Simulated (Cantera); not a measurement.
A perfectly stirred reactor is fed with 12.2 % CH₃OH, 18.5 % O₂, 69.3 % N₂, at 10.0 bar; it is adiabatic with a 473 K inlet, and is followed from long to short residence time, starting on the burning branch (τ in s: 0.15, 0.07, 0.032, 0.014, 0.0066, 0.003, 0.0014, 0.00062, 0.00028, 0.00013, 5.8e-05, 2.6e-05, 1.2e-05).

Computed with Cantera and GRI-Mech 3.0 (53 species, 325 reactions). GRI-Mech 3.0 was tuned for natural gas; its chemistry of methanol as a main component is partial and can be far from experiment.

x: mole fraction; the columns are a selection and need not sum to one.

```json
[
 {"τ (s)": "0.15", "T (K)": "2353", "x CH₃OH": "9.55e-8", "x O₂": "0.00546", "x C₂H₂": "1.44e-12", "x HO₂": "1.66e-6", "x C₂H₄": "<1e-12", "x N₂O": "4.07e-7", "x CH₂CO": "7.92e-11"},
 {"τ (s)": "0.070", "T (K)": "2353", "x CH₃OH": "2.03e-7", "x O₂": "0.00558", "x C₂H₂": "5.06e-12", "x HO₂": "1.71e-6", "x C₂H₄": "1.01e-12", "x N₂O": "4.11e-7", "x CH₂CO": "1.68e-10"},
 {"τ (s)": "0.032", "T (K)": "2352", "x CH₃OH": "4.34e-7", "x O₂": "0.00581", "x C₂H₂": "1.90e-11", "x HO₂": "1.80e-6", "x C₂H₄": "4.30e-12", "x N₂O": "4.19e-7", "x CH₂CO": "3.61e-10"},
 {"τ (s)": "0.014", "T (K)": "2349", "x CH₃OH": "9.57e-7", "x O₂": "0.00623", "x C₂H₂": "7.20e-11", "x HO₂": "2.00e-6", "x C₂H₄": "1.79e-11", "x N₂O": "4.34e-7", "x CH₂CO": "8.01e-10"},
 {"τ (s)": "0.0066", "T (K)": "2344", "x CH₃OH": "1.92e-6", "x O₂": "0.00679", "x C₂H₂": "2.11e-10", "x HO₂": "2.31e-6", "x C₂H₄": "5.65e-11", "x N₂O": "4.57e-7", "x CH₂CO": "…"},
 {"τ (s)": "0.0030", "T (K)": "2333", "x CH₃OH": "3.88e-6", "x O₂": "0.00765", "x C₂H₂": "5.21e-10", "x HO₂": "2.91e-6", "x C₂H₄": "1.52e-10", "x N₂O": "4.95e-7", "x CH₂CO": "…"},
 {"τ (s)": "0.0014", "T (K)": "2316", "x CH₃OH": "7.38e-6", "x O₂": "0.00881", "x C₂H₂": "9.59e-10", "x HO₂": "3.99e-6", "x C₂H₄": "3.11e-10", "x N₂O": "5.43e-7", "x CH₂CO": "…"},
 {"τ (s)": "0.00062", "T (K)": "2288", "x CH₃OH": "1.41e-5", "x O₂": "0.0105", "x C₂H₂": "1.45e-9", "x HO₂": "6.14e-6", "x C₂H₄": "5.35e-10", "x N₂O": "5.96e-7", "x CH₂CO": "…"},
 {"τ (s)": "0.00028", "T (K)": "2252", "x CH₃OH": "2.58e-5", "x O₂": "0.0127", "x C₂H₂": "2.02e-9", "x HO₂": "1.00e-5", "x C₂H₄": "8.58e-10", "x N₂O": "6.35e-7", "x CH₂CO": "…"},
 {"τ (s)": "0.00013", "T (K)": "2207", "x CH₃OH": "4.56e-5", "x O₂": "0.0153", "x C₂H₂": "3.30e-9", "x HO₂": "1.68e-5", "x C₂H₄": "1.62e-9", "x N₂O": "6.51e-7", "x CH₂CO": "…"},
 {"τ (s)": "5.8e-5", "T (K)": "2147", "x CH₃OH": "8.47e-5", "x O₂": "0.0188", "x C₂H₂": "7.89e-9", "x HO₂": "3.00e-5", "x C₂H₄": "4.64e-9", "x N₂O": "6.42e-7", "x CH₂CO": "…"},
 {"τ (s)": "2.6e-5", "T (K)": "2072", "x CH₃OH": "0.000168", "x O₂": "0.0236", "x C₂H₂": "2.70e-8", "x HO₂": "5.59e-5", "x C₂H₄": "1.94e-8", "x N₂O": "6.10e-7", "x CH₂CO": "…"},
 {"τ (s)": "1.2e-5", "T (K)": "1967", "x CH₃OH": "0.000401", "x O₂": "0.0317", "x C₂H₂": "1.20e-7", "x HO₂": "0.000124", "x C₂H₄": "1.15e-7", "x N₂O": "5.44e-7", "x CH₂CO": "…"}
]
```

Task: Fill in the missing entries.

Result: 
- 0.0066, x CH₂CO: 1.63e-9
- 0.0030, x CH₂CO: 3.36e-9
- 0.0014, x CH₂CO: 6.42e-9
- 0.00062, x CH₂CO: 1.21e-8
- 0.00028, x CH₂CO: 2.18e-8
- 0.00013, x CH₂CO: 4.16e-8
- 5.8e-5, x CH₂CO: 9.76e-8
- 2.6e-5, x CH₂CO: 2.83e-7
- 1.2e-5, x CH₂CO: 1.07e-6
